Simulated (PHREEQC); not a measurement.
# Polishing slurry liquid: speciation

Dissolve 0.01 mol K2CO3 and 0.00017 mol H3BO3 per kg of water at 50 °C. Closed to the air; pH follows from the charge balance.

Model: ion-association model, phreeqc.dat, run in PHREEQC.

This is a speciation only: nothing precipitates in the calculation.

Task: What pH, ionic strength does the model give?

Result: pH 10.51; ionic strength 0.0278 mol/kgw.

Task: In which forms is C present?

Result: CO3-2 78 %, HCO3- 22 % of the C.

Complexes and solids missing from the database can't appear. Constants without temperature data keep their 25 °C values here.
